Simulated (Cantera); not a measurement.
Mixture: C₃H₈ : O₂ : N₂ = 1 : 7.04 : 46.5 (molar parts), equivalence ratio 0.71, at 3.00 bar, adiabatic and at constant volume. Ignition delay is the time to a rise of 400 K.

Cantera simulation using GRI-Mech 3.0 (53 species, 325 reactions); the numbers are that mechanism's predictions, not measurements. GRI-Mech 3.0 was tuned for natural gas; its chemistry of propane as a main component is partial and can be far from experiment.

Question: What does this change do: pressure from 3.00 bar to 1.01 bar?

Answer: 
| quantity | before | after |
|---|---|---|
| delay at 1225 K | 2.85 ms | 4.79 ms |
| delay at 1300 K | 0.731 ms | 1.22 ms |
| delay at 1375 K | 0.227 ms | 0.391 ms |
| delay at 1450 K | 85.6 µs | 0.155 ms |
| delay at 1525 K | 38.4 µs | 74.2 µs |
| delay at 1600 K | 20.1 µs | 41.6 µs |
| apparent activation energy between 1450 and 1600 K | 190 kJ/mol | 170 kJ/mol |
